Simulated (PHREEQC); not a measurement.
**Acid mine or pickling water**

A made-up water analysis in mg/kgw, 75 °C, pH 4.13, pe 9.9: Na 30.6; K 3.76; Ca 16.3; Mg 37.9; Cl 28.2; S(6) as SO4 233; O(0) (dissolved oxygen) 0.0192; Br 0.131; Mn(2) 6.87; Zn 3.12; Si as SiO2 0.0404.

Valence states are taken as typed.

Equilibrium calculation in PHREEQC: ion-association model, wateq4f.dat.

Each row changes one thing in this solution. No solid was allowed to form.

```
case                                             ionic strength (mol/kgw)  SO4-2 (mol/kgw)  Mg+2 (mol/kgw)  MgSO4 (mol/kgw)  Ca+2 (mol/kgw)  Mn+2 (mol/kgw)  SI of Gypsum (CaSO4:2H2O)  SI of Quartz (SiO2)
-----------------------------------------------  ------------------------  ---------------  --------------  ---------------  --------------  --------------  -------------------------  -------------------
as made                                                           0.00752          0.00171         0.00100         0.000555        0.000330         9.49e-5                      -1.87                -2.82
S(6) from 233 to 466 mg/kgw                                        0.0110          0.00377        0.000756         0.000803        0.000282         7.78e-5                      -1.66                -2.82
all concentrations times 2 at the same typed pH                    0.0136          0.00307         0.00174          0.00138        0.000610        0.000171                      -1.45                -2.52
```

Complexes and solids missing from the database can't appear. Away from 25 °C the constants follow the database's enthalpies or fits; those with neither stay at their 25 °C values.
